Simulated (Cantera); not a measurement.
Input: 1 mol CuO, 0.83 mol C, 1.2 mol CO, at 1823 K and 1 atm.

Method: chemical equilibrium by Gibbs-energy minimisation in Cantera with the NASA 1993 tables (ideal gas, pure condensed phases). Candidate condensed phases: C, Cu, CuO, Cu₂O; 15 gas species. Equilibrium is a limit: real reactors are often held back by kinetics, nucleation or transport.

Base state: CO 0.916, CO₂ 0.0837, Cu 0.000695 (mole fractions); condensed: Cu(l).

Question: What changes in the equilibrium state with this change: temperature from 1823 K to 998 K?

Answer: 
```csv
species,before,after
CO,0.916,0.704
CO₂,0.0837,0.296
Cu,0.000695,<1e-9
"Cu(l), mol",0.999,0
"C(graphite), mol",0,0.333
"Cu(s), mol",0,1.00
```
